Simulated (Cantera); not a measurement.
TiCl4 + N2 + H2 + H2O (titanium nitride, carbide and oxide coatings)

Charge: 1 mol TiCl4, 88 mol N2, 24 mol H2, 2 mol H2O, at 0.0100 bar.

These are equilibrium values from Cantera (NASA tables, ideal gas, pure condensed phases), not measurements of a reactor. Candidate condensed phases: H2O, NH4Cl, Ti, TiCl2, TiCl3, TiCl4, TiN, TiO, TiO2, Ti2O3, Ti3O5, Ti4O7; 38 gas species. Equilibrium is a limit: real reactors are often held back by kinetics, nucleation or transport.

| T (°C) | x N2 | x H2 | x HCl | x H | x H2O | x Cl | n Ti3O5(s) |
|---|---|---|---|---|---|---|---|
| 1477 | 0.758 | 0.203 | 0.0343 | 0.00105 | 0.00287 | 0.000137 | 0.333 |
| 1527 | 0.758 | 0.203 | 0.0342 | 0.00161 | 0.00287 | 0.000208 | 0.333 |
| 1577 | 0.758 | 0.203 | 0.0341 | 0.00243 | 0.00287 | 0.000310 | 0.333 |
| 1627 | 0.757 | 0.202 | 0.0340 | 0.00357 | 0.00287 | 0.000452 | 0.333 |
| 1677 | 0.756 | 0.201 | 0.0337 | 0.00514 | 0.00286 | 0.000646 | 0.333 |
| 1727 | 0.756 | 0.200 | 0.0334 | 0.00727 | 0.00286 | 0.000905 | 0.332 |
| 1777 | 0.754 | 0.198 | 0.0330 | 0.0101 | 0.00286 | 0.00125 | 0.331 |
x: gas mole fraction; n: condensed amount in mol.

From 1477 °C to 1777 °C the condensed part is Ti3O5(s). The main Ti-bearing gas is TiCl3 at 1477 °C and TiO at 1777 °C.
